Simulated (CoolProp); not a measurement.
Properties of R365MFC along the isotherm 216.75 °C (Tc = 186.9 °C, pc = 32.66 bar, ω = 0.377).

Values from CoolProp's reference Helmholtz-energy equation of state, Lemmon 2016.

```csv
p (bar),phase,cp (kJ/(kg K)),fugacity coefficient
0.258,gas,1.307,0.9976
0.39,gas,1.307,0.9964
0.588,gas,1.308,0.9946
0.887,gas,1.309,0.9919
1.34,gas,1.310,0.9878
2.02,gas,1.312,0.9817
3.04,gas,1.315,0.9725
4.59,gas,1.320,0.9587
6.93,gas,1.330,0.9380
10.5,gas,1.346,0.9069
15.8,gas,1.381,0.8619
23.8,gas,1.467,0.7964
35.9,supercritical,1.808,0.7022
54.1,supercritical,3.087,0.5694
81.7,supercritical,1.981,0.4387
```

The peak of cp marks the crossing from liquid-like to gas-like fluid above the critical point.
